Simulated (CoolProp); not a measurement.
Sulfur hexafluoride at several states: fugacity coefficient from the reference equation and from simpler models built on Tc = 318.7 K, pc = 3.755 MPa, ω = 0.210; each cubic takes its own stable root.

Computed with CoolProp (reference Helmholtz-energy equation of state, Guder 2009).

```json
[
 {"T (K)": "282", "p (MPa)": "1.21", "phase": "gas", "reference": "0.8401", "Redlich-Kwong": "0.8469", "Soave-Redlich-Kwong": "0.8408"},
 {"T (K)": "371.7", "p (MPa)": "0.513", "phase": "gas", "reference": "0.9731", "Redlich-Kwong": "0.9706", "Soave-Redlich-Kwong": "0.9728"},
 {"T (K)": "534.5", "p (MPa)": "16.2", "phase": "supercritical", "reference": "0.8780", "Redlich-Kwong": "?", "Soave-Redlich-Kwong": "0.9112"},
 {"T (K)": "308.1", "p (MPa)": "0.0167", "phase": "gas", "reference": "0.9983", "Redlich-Kwong": "0.9983", "Soave-Redlich-Kwong": "0.9983"},
 {"T (K)": "487.5", "p (MPa)": "4.61", "phase": "supercritical", "reference": "?", "Redlich-Kwong": "?", "Soave-Redlich-Kwong": "0.9302"},
 {"T (K)": "450.8", "p (MPa)": "3.59", "phase": "gas", "reference": "0.9132", "Redlich-Kwong": "0.8938", "Soave-Redlich-Kwong": "0.9179"}
]
```

Q: Complete the blanks.

A: 
- 534.5, Redlich-Kwong: 0.8081
- 487.5, reference: 0.9221
- 487.5, Redlich-Kwong: 0.8973
